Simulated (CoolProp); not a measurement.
Model: reference Helmholtz-energy equation of state, Fiedler 2023, in CoolProp.

Question: For tetrahydrofuran, give the phase and the cp (kJ/(kg K)), cv (kJ/(kg K)), Joule-Thomson coefficient (K/MPa) at 366.2 K and 0.101 MPa.

Answer: 
- 366.2 K and 0.101 MPa: gas; cp 1.36, cv 1.23, Joule-Thomson coefficient 21.0
